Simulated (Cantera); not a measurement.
**Silicon nitride deposition: SiHCl₃ + N₂**

A closed system holds: 1 mol SiHCl₃, 0.5 mol N₂, equilibrated at 1.00 Torr.

Cantera equilibrium calculation (NASA polynomials, part measured and part estimated; ideal gas, pure solids and liquids). Candidate condensed phases: NH₄Cl, Si, Si₃N₄; 28 gas species. N₂ is the only nitrogen source here; it is nearly inert below about 1500 K, so the nitride shown seldom forms there in practice. The tables' values for SiCl₃ are old estimates; treat these amounts as uncertain. Rates play no part.

From 848 K to 1173 K the condensed part is Si₃N₄(s). The main Si-bearing gas is SiCl₄ throughout.

```csv
T (K),x HCl,x SiCl₄,x N₂,x H₂,x SiCl₃,n Si₃N₄(s)
848,0.376,0.365,0.141,0.118,2.56e-5,0.134
873,0.382,0.363,0.140,0.114,5.03e-5,0.135
898,0.389,0.361,0.139,0.111,9.51e-5,0.136
923,0.394,0.359,0.138,0.108,0.000174,0.137
948,0.400,0.357,0.137,0.105,0.000307,0.138
973,0.405,0.356,0.136,0.103,0.000528,0.138
998,0.409,0.354,0.135,0.100,0.000881,0.139
1023,0.413,0.352,0.135,0.0977,0.00143,0.140
1048,0.417,0.350,0.134,0.0955,0.00228,0.140
1073,0.421,0.347,0.134,0.0933,0.00353,0.140
1098,0.424,0.344,0.133,0.0913,0.00535,0.140
1123,0.426,0.340,0.133,0.0893,0.00794,0.140
1148,0.428,0.334,0.134,0.0874,0.0115,0.139
1173,0.428,0.326,0.134,0.0854,0.0164,0.138
```
x: gas mole fraction; n: condensed amount in mol.
